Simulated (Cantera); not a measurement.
# Gas-phase reforming

An isothermal, constant-pressure homogeneous reactor starts with CH4 : H2O = 2 : 0.3 (molar parts), at 1700 K and 0.250 bar.

Model: GRI-Mech 3.0 (53 species, 325 reactions), integrated in Cantera. GRI-Mech 3.0 stops at C3 and has no aromatics, soot or wall deposition, so with more carbon than oxygen in the feed, carbon stays in small species such as C2H2 where larger ones or solid carbon would form.

```tsv
t (s)	x CH4	x H2O	x HO2	x CO2	x O2	x C2H4
9.00e-5	0.868	0.130	<1e-12	<1e-12	<1e-12	3.94e-5
0.000210	0.865	0.130	<1e-12	2.02e-12	<1e-12	0.000385
0.000490	0.854	0.130	<1e-12	2.04e-10	<1e-12	0.00268
0.00114	0.810	0.128	<1e-12	8.99e-9	5.68e-12	0.0131
0.00266	0.688	0.120	<1e-12	1.37e-7	1.71e-11	0.0287
0.00621	0.514	0.107	<1e-12	8.75e-7	1.67e-11	0.0195
0.0145	0.343	0.0936	<1e-12	4.45e-6	9.25e-12	0.00777
0.0338	0.198	0.0819	<1e-12	2.11e-5	5.21e-12	0.00346
0.0788	0.0982	0.0719	<1e-12	8.41e-5	3.75e-12	0.00212
0.184	0.0447	0.0611	<1e-12	0.000238	2.88e-12	0.00185
0.429	0.0238	0.0457	<1e-12	0.000431	1.72e-12	0.00178
1.00	0.0165	0.0252	<1e-12	0.000434	<1e-12	0.00171
```
x: mole fraction; the columns are a selection and need not sum to one.

Equilibrium at this temperature and pressure: CH4 0.00863, H2O 1.01e-7, HO2 <1e-12, CO2 2.63e-9, O2 <1e-12, C2H4 0.00162 (gas phase only).
